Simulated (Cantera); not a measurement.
Standard-state values (1 bar) from the NASA 1993 polynomials, evaluated with Cantera. Values are per mole of reaction as written; species without (g) are pure solids or liquids, kept so even where they would boil at 1 bar.

2 Nb2O5 + Nb → 5 NbO2(g)

```csv
T (K),ΔH° (kJ),ΔS° (J/K),ΔG° (kJ),log10 K
1248,2711.8,927.8,1553.9,-65.04
1323,___,___,___,___
1398,___,___,___,___
1473,___,___,___,___
1548,2679.6,904.7,1279.2,-43.16
1623,2671.4,899.5,1211.5,-38.99
1698,___,___,___,___
```

Complete the blanks.


- 1323, ΔH° (kJ): 2703.9
- 1323, ΔS° (J/K): 921.6
- 1323, ΔG° (kJ): 1484.6
- 1323, log10 K: -58.61
- 1398, ΔH° (kJ): 2695.8
- 1398, ΔS° (J/K): 915.7
- 1398, ΔG° (kJ): 1415.7
- 1398, log10 K: -52.89
- 1473, ΔH° (kJ): 2687.7
- 1473, ΔS° (J/K): 910.1
- 1473, ΔG° (kJ): 1347.2
- 1473, log10 K: -47.77
- 1698, ΔH° (kJ): 2663.1
- 1698, ΔS° (J/K): 894.5
- 1698, ΔG° (kJ): 1144.2
- 1698, log10 K: -35.20
